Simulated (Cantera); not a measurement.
A Cantera script and its output.

```python
import numpy as np
import cantera as ct

gas = ct.Solution("gri30.yaml")
gas.TPX = 1325, 3600, {'H2': 0.041, 'O2': 1}
reactor = ct.IdealGasConstPressureReactor(gas, energy="off", clone=False)
net = ct.ReactorNet([reactor])
net.rtol, net.atol = 1e-08, 1e-18
show = ['H2', 'O2', 'H', 'H2O', 'O', 'HO2']
times = np.geomspace(1e-06, 5, 14)

steps = ct.SolutionArray(gas, extra=["t"])
rows = []
print(f"{'t/s':>10s}{'T/K':>9s}{'P/Pa':>11s}" + "".join(f"{s:>11s}" for s in show))
for t in times:
    while net.time < t:
        t_next = net.step()
        steps.append(gas.state, t=t_next)
    rows.append([np.interp(t, steps.t, y) for y in (steps.T, steps.P, *steps(*show).X.T)])
    print(f"{t:10.3e}{rows[-1][0]:9.1f}{rows[-1][1]:11.4g}" + "".join(f"{x:11.3e}" for x in rows[-1][2:]))
rate = np.gradient(steps.T, steps.t)
print("integrator steps:", len(steps.t))
if steps.T.max() > steps.T[0] + 200:
    print(f"time of steepest temperature rise: {steps.t[rate.argmax()]:.4e} s")
gas.TPX = 1325, 3600, {'H2': 0.041, 'O2': 1}
gas.equilibrate("TP")
print(f"equilibrium (TP): T = {gas.T:.1f} K  " + "  ".join(f"{s} {gas[s].X[0]:.3e}" for s in show))
```

Result:

```
       t/s      T/K       P/Pa         H2         O2          H        H2O          O        HO2
 1.000e-06   1325.0       3600  3.939e-02  9.606e-01  7.575e-10  5.222e-13  3.974e-11  7.969e-10
 3.276e-06   1325.0       3600  3.939e-02  9.606e-01  2.233e-09  1.713e-11  3.931e-10  2.611e-09
 1.073e-05   1325.0       3600  3.939e-02  9.606e-01  5.655e-09  4.923e-10  3.379e-09  8.558e-09
 3.515e-05   1325.0       3600  3.939e-02  9.606e-01  1.459e-08  1.138e-08  2.474e-08  2.807e-08
 1.151e-04   1325.0       3600  3.938e-02  9.606e-01  1.086e-07  3.200e-07  3.021e-07  9.278e-08
 3.772e-04   1325.0       3600  3.916e-02  9.604e-01  3.984e-05  1.583e-04  1.182e-04  7.677e-07
 1.235e-03   1325.0       3600  5.850e-04  9.285e-01  4.042e-03  3.482e-02  2.801e-02  5.211e-06
 4.047e-03   1325.0       3600  4.281e-04  9.353e-01  2.738e-03  3.606e-02  2.198e-02  4.762e-06
 1.326e-02   1325.0       3600  2.227e-04  9.473e-01  9.853e-04  3.791e-02  1.105e-02  3.675e-06
 4.343e-02   1325.0       3600  5.539e-05  9.565e-01  1.189e-04  3.935e-02  2.686e-03  1.793e-06
 1.423e-01   1325.0       3600  7.967e-06  9.592e-01  6.475e-06  3.991e-02  3.846e-04  4.824e-07
 4.660e-01   1325.0       3600  1.107e-06  9.597e-01  3.381e-07  4.008e-02  5.362e-05  1.006e-07
 1.526e+00   1325.0       3600  1.949e-07  9.598e-01  2.522e-08  4.014e-02  9.496e-06  3.456e-08
 5.000e+00   1325.0       3600  4.940e-08  9.598e-01  3.248e-09  4.016e-02  2.419e-06  3.466e-08
integrator steps: 1548
equilibrium (TP): T = 1325.0 K  H2 2.918e-08  O2 9.598e-01  H 1.482e-09  H2O 4.016e-02  O 1.431e-06  HO2 4.078e-08
```

Cantera simulation using GRI-Mech 3.0 (53 species, 325 reactions); the numbers are that mechanism's predictions, not measurements. Radical loss at walls, strong at low pressure, is not modelled. The temperature is held fixed by assumption; the heat of reaction is taken as removed at once.
